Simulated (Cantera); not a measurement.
## N2O furnace oxynitridation

An isothermal, constant-pressure homogeneous reactor starts with 99.9 % N2O, 0.140 % H2O, at 1275 K and 1.00 bar.

Model: GRI-Mech 3.0 (53 species, 325 reactions), integrated in Cantera. GRI-Mech 3.0 was tuned for natural gas; its chemistry of N2O as a main component is partial and can be far from experiment. The mechanism lacks the step 2 NO + O2 → 2 NO2, which can matter for NO2 below about 1400 K. The temperature is held fixed by assumption; the heat of reaction is taken as removed at once.

```json
[
 {"t (s)": "2.00e-5", "x N2O": "0.999", "x NO2": "7.57e-11", "x NO": "4.70e-6", "x N2": "3.71e-5", "x O2": "1.48e-5", "x O": "5.12e-6"},
 {"t (s)": "5.79e-5", "x N2O": "0.998", "x NO2": "1.01e-9", "x NO": "1.62e-5", "x N2": "0.000116", "x O2": "5.11e-5", "x O": "5.19e-6"},
 {"t (s)": "0.000168", "x N2O": "0.998", "x NO2": "1.69e-8", "x NO": "4.97e-5", "x N2": "0.000343", "x O2": "0.000156", "x O": "5.19e-6"},
 {"t (s)": "0.000485", "x N2O": "0.997", "x NO2": "4.33e-7", "x NO": "0.000146", "x N2": "0.00100", "x O2": "0.000461", "x O": "5.18e-6"},
 {"t (s)": "0.00140", "x N2O": "0.994", "x NO2": "6.92e-6", "x NO": "0.000418", "x N2": "0.00291", "x O2": "0.00134", "x O": "5.17e-6"},
 {"t (s)": "0.00406", "x N2O": "0.985", "x NO2": "4.57e-5", "x NO": "0.00117", "x N2": "0.00840", "x O2": "0.00387", "x O": "5.12e-6"},
 {"t (s)": "0.0118", "x N2O": "0.960", "x NO2": "0.000135", "x NO": "0.00330", "x N2": "0.0239", "x O2": "0.0110", "x O": "5.01e-6"},
 {"t (s)": "0.0340", "x N2O": "0.894", "x NO2": "0.000232", "x NO": "0.00904", "x N2": "0.0655", "x O2": "0.0303", "x O": "4.85e-6"},
 {"t (s)": "0.0985", "x N2O": "0.735", "x NO2": "0.000350", "x NO": "0.0224", "x N2": "0.165", "x O2": "0.0765", "x O": "4.52e-6"},
 {"t (s)": "0.285", "x N2O": "0.451", "x NO2": "0.000523", "x NO": "0.0446", "x N2": "0.343", "x O2": "0.160", "x O": "3.70e-6"},
 {"t (s)": "0.825", "x N2O": "0.154", "x NO2": "0.000658", "x NO": "0.0626", "x N2": "0.532", "x O2": "0.250", "x O": "2.06e-6"},
 {"t (s)": "2.39", "x N2O": "0.0177", "x NO2": "0.000712", "x NO": "0.0653", "x N2": "0.621", "x O2": "0.294", "x O": "3.96e-7"},
 {"t (s)": "6.91", "x N2O": "9.94e-5", "x NO2": "0.000921", "x NO": "0.0647", "x N2": "0.633", "x O2": "0.300", "x O": "6.34e-8"},
 {"t (s)": "20.0", "x N2O": "1.14e-6", "x NO2": "0.000927", "x NO": "0.0647", "x N2": "0.634", "x O2": "0.300", "x O": "6.16e-8"}
]
```
x: mole fraction; the columns are a selection and need not sum to one.

Equilibrium at this temperature and pressure: N2O 2.41e-8, NO2 5.89e-6, NO 0.000390, N2 0.666, O2 0.333, O 6.48e-8 (gas phase only).
